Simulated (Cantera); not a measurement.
Charge: 1 mol Si, 1.8 mol NH₃, 170 mol H₂, 17 mol CO₂, at 375 °C and 0.100 bar.

Method: chemical equilibrium by Gibbs-energy minimisation in Cantera with the NASA 1993 tables (ideal gas, pure condensed phases). Candidate condensed phases: C, C₆H₆, C₇H₈, C₈H₁₈, H₂O, Si, SiC, SiO₂, Si₂N₂O, Si₃N₄; 151 gas species. Rates play no part.

Base state: H₂ 0.683, H₂O 0.203, CH₄ 0.108, N₂ 0.00570, CO₂ 0.000438, CO 9.25e-5, NH₃ 8.20e-5 (mole fractions); condensed: SiO₂(α-quartz).

Task: What changes in the equilibrium state with this change: NH₃ from 1.8 to 0.16 mol?

Result: 
```tsv
species	before	after
H₂	0.683	0.681
H₂O	0.203	0.207
CH₄	0.108	0.110
N₂	0.00570	0.000509
NH₃	8.20e-5	2.44e-5
CO₂	0.000438	0.000470
CO	9.25e-5	9.70e-5
SiO₂(α-quartz), mol	1.00	1.00
```
